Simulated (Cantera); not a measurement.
A closed system holds: 1 mol CF4, 5.3 mol H2, 0.015 mol F2, equilibrated at 2000 °C and 750 Torr.

Cantera equilibrium calculation (NASA polynomials, part measured and part estimated; ideal gas, pure solids and liquids). Candidate condensed phases: C, C6H6, C7H8, C8H18; 95 gas species. The numbers say what is thermodynamically allowed, not how fast it happens.

Base state: HF 0.549, H2 0.443, H 0.00560, C2H2 (acetylene) 0.00167, CH4 4.44e-5, CH3 1.06e-5 (mole fractions); condensed: C(graphite).

**Question.** What changes in the equilibrium state with this change: temperature from 2000 °C to 425 °C?

**Answer.** 
| species | before | after |
|---|---|---|
| HF | 0.549 | 0.638 |
| H2 | 0.443 | 0.203 |
| CH4 | 4.44e-5 | 0.158 |
| H | 0.00560 | <1e-9 |
| C2H2 (acetylene) | 0.00167 | <1e-9 |
| CH3 | 1.06e-5 | <1e-9 |
| C(graphite), mol | 0.975 | 0 |

**Question.** What changes in the equilibrium state with this change: pressure from 750 Torr to 0.0128 Torr?

**Answer.** 
| species | before | after |
|---|---|---|
| H | 0.00560 | 0.528 |
| HF | 0.549 | 0.401 |
| H2 | 0.443 | 0.0670 |
| C | 5.38e-9 | 0.000316 |
| C3 | 1.01e-8 | 0.000595 |
| C(graphite), mol | 0.975 | 0.971 |

**Question.** What changes in the equilibrium state with this change: CF4 replaced by C2F6?

**Answer.** 
| species | before | after |
|---|---|---|
| HF | 0.549 | 0.724 |
| H2 | 0.443 | 0.271 |
| H | 0.00560 | 0.00438 |
| CH4 | 4.44e-5 | 1.66e-5 |
| CH3 | 1.06e-5 | 5.06e-6 |
| F | 7.57e-6 | 1.28e-5 |
| C2H2 (acetylene) | 0.00167 | 0.00102 |
| C(graphite), mol | 0.975 | 1.98 |
The feed counts by its element totals alone.
